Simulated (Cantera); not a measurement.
Charge: 1 mol CH3OH, 0.0068 mol O2, 6.3 mol N2, at 2923 K.

Equilibrium computed with Cantera from the NASA thermochemical tables; the gas is ideal and each condensed phase is pure. Candidate condensed phases: C, C6H6, C7H8, C8H18, H2O; 136 gas species. The ideal-gas law is rough above about 30 bar. Rates play no part.

log p: log10 of the partial pressure in bar; nothing condenses.

```tsv
P (Pa)	log p N2	log p H	log p H2	log p CO	log p H2O
10	-4.25	-4.45	-7.09	-5.05	?
160	-3.05	-3.27	-4.73	-3.84	?
2500	-1.82	-2.26	-2.70	-2.62	?
40000	-0.58	-1.50	-1.18	-1.38	?
630000	0.63	-0.86	0.10	-0.17	?
10000000	1.83	-0.25	1.32	1.03	?
```

### Question
What belongs in the gaps?

### Answer

- 10, log p H2O: -11.49
- 160, log p H2O: -7.96
- 2500, log p H2O: -5.06
- 40000, log p H2O: -3.37
- 630000, log p H2O: -2.07
- 10000000, log p H2O: -0.67
